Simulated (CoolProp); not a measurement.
Vapour-liquid equilibrium of R143a (1) + fluoroethane (R161) (2) at 490 kPa; x and y are mole fractions of (1).

Model: multi-fluid Helmholtz-energy mixture model, Lemmon and Jacobsen 2000 and Wu 2012; pair parameters Bell 2016, in CoolProp.

```json
[
 {"x": "0.05", "bubble temperature (K)": "276.0", "y at the bubble point": "0.069", "dew temperature at overall composition x (K)": "276.2", "liquid density (mol/L)": "15.48"},
 {"x": "0.15", "bubble temperature (K)": "274.6", "y at the bubble point": "0.198", "dew temperature at overall composition x (K)": "275.1", "liquid density (mol/L)": "15.13"},
 {"x": "0.25", "bubble temperature (K)": "273.3", "y at the bubble point": "0.316", "dew temperature at overall composition x (K)": "274.0", "liquid density (mol/L)": "14.78"},
 {"x": "0.35", "bubble temperature (K)": "272.1", "y at the bubble point": "0.425", "dew temperature at overall composition x (K)": "272.9", "liquid density (mol/L)": "14.44"},
 {"x": "0.45", "bubble temperature (K)": "271.0", "y at the bubble point": "0.526", "dew temperature at overall composition x (K)": "271.9", "liquid density (mol/L)": "14.12"},
 {"x": "0.55", "bubble temperature (K)": "270.0", "y at the bubble point": "0.622", "dew temperature at overall composition x (K)": "270.8", "liquid density (mol/L)": "13.80"},
 {"x": "0.65", "bubble temperature (K)": "269.0", "y at the bubble point": "0.713", "dew temperature at overall composition x (K)": "269.7", "liquid density (mol/L)": "13.49"},
 {"x": "0.75", "bubble temperature (K)": "268.0", "y at the bubble point": "0.799", "dew temperature at overall composition x (K)": "268.6", "liquid density (mol/L)": "13.19"},
 {"x": "0.85", "bubble temperature (K)": "267.1", "y at the bubble point": "0.882", "dew temperature at overall composition x (K)": "267.5", "liquid density (mol/L)": "12.90"},
 {"x": "0.95", "bubble temperature (K)": "266.3", "y at the bubble point": "0.961", "dew temperature at overall composition x (K)": "266.4", "liquid density (mol/L)": "12.62"}
]
```

No azeotrope shows between x = 0.05 and 0.95.

Pair parameters are fitted to limited data, so mixtures are less certain than the pure fluids.
